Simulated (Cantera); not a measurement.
Input: 1 mol CCl4, 0.4 mol CH4, equilibrated at 1377 °C and 0.0370 bar.

Equilibrium computed with Cantera from the NASA thermochemical tables; the gas is ideal and each condensed phase is pure. Candidate condensed phases: C, C6H6, C7H8, C8H18; 91 gas species. Kinetics and transport are ignored.

Base state: HCl 0.476, Cl 0.333, Cl2 0.191 (mole fractions); condensed: C(graphite).

Question: What changes in the equilibrium state with this change: temperature from 1377 °C to 2502 °C?

Answer: 
```csv
species,before,after
Cl,0.333,0.640
HCl,0.476,0.294
H,2.50e-7,0.0481
Cl2,0.191,0.000382
H2,2.81e-7,0.0153
C3,<1e-9,0.000626
C2H2 (acetylene),<1e-9,0.000469
C2H,<1e-9,0.000179
C,<1e-9,0.000135
"C(graphite), mol",1.40,1.38
```
The tables' values for CCl are old estimates; treat these amounts as uncertain.
